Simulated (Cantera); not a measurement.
Input: 1 mol CH4, 0.049 mol CO2, equilibrated at 0.0750 Torr.

Method: chemical equilibrium by Gibbs-energy minimisation in Cantera with the NASA 1993 tables (ideal gas, pure condensed phases). Candidate condensed phases: C, C6H6, C7H8, C8H18, H2O; 131 gas species. Ions and electrons are included (thermal ionisation). The numbers say what is thermodynamically allowed, not how fast it happens. All values below are at 3750 K.

Base state: H 0.792, C 0.188, CO 0.0194, C2 0.000322, H2 6.25e-5, e- 2.28e-5, C+ 2.27e-5, O 1.56e-5 (mole fractions); condensed: gas only.

What changes in the equilibrium state with this change: pressure from 0.0750 Torr to 1.00 Torr?


```json
[
 {"species": "H", "before": "0.792", "after": "0.795"},
 {"species": "C", "before": "0.188", "after": "0.180"},
 {"species": "CO", "before": "0.0194", "after": "0.0195"},
 {"species": "C2", "before": "0.000322", "after": "0.00394"},
 {"species": "C2H", "before": "1.72e-7", "after": "2.82e-5"},
 {"species": "C3", "before": "3.41e-6", "after": "0.000534"},
 {"species": "H2", "before": "6.25e-5", "after": "0.000839"}
]
```
